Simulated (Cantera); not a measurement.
An isothermal, constant-pressure homogeneous reactor starts with 98.6 % NO, 1.42 % N2, at 1573 K and 0.296 atm.

Cantera simulation using GRI-Mech 3.0 (53 species, 325 reactions); the numbers are that mechanism's predictions, not measurements.

One state of this run: x NO = 0.933; x N2O = 0.000296; x O = 3.62e-6; x O2 = 0.0257; x NO2 = 0.000820; x N2 = 0.0402. x: mole fraction; the columns are a selection and need not sum to one.

Task: Which value of t (s) does it belong to?
A. 0.0115
B. 80.0
C. 0.958
D. 4.19

Result: D, 4.19
